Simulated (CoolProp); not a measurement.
A Linde-Hampson liquefier for ethane: isothermal reversible compression at 320 K from 1 atm to 30 MPa, throttling to 1 atm, return gas leaving the recuperator 2 K below the feed. Each further row changes one setting.

The numbers come from the reference Helmholtz-energy equation of state, Bücker 2006 in CoolProp.

| case | liquid yield per pass | compression work (kJ/kg of gas) |
|---|---|---|
| as stated | 0.464 | 390 |
| high pressure 60 MPa | 0.436 | 457 |
| warm-end temperature 350 K | 0.390 | 457 |
| warm-end gap 7 K | 0.457 | 390 |
